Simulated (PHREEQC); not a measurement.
**Copper plating or etch bath (model solution)**

Consider water at 25 °C with 62 mmol/kgw CuSO4, 1.3 mmol/kgw HNO3 and 0.073 mmol/kgw Na2SO4. Closed to the air; pH follows from the charge balance.

The numbers come from PHREEQC with the ion-association model, phreeqc.dat.

```json
{
  "pH": "3.31",
  "ionic_strength": "0.137 mol/kgw",
  "specific_conductance": "6350 µS/cm",
  "density": "1.007 g/cm³",
  "total_alkalinity": "-1.30 meq/kg"
}
```

```csv
species,molality,activity,log γ
Cu+2,0.0342,0.0125,-0.436
SO4-2,0.0336,0.0112,-0.475
CuSO4,0.0278,0.0287,0.014
NO3-,0.00130,0.000946,-0.138
HSO4-,0.000699,0.000534,-0.117
H+,0.000602,0.000489,-0.090
```

This is a speciation only: nothing precipitates in the calculation.
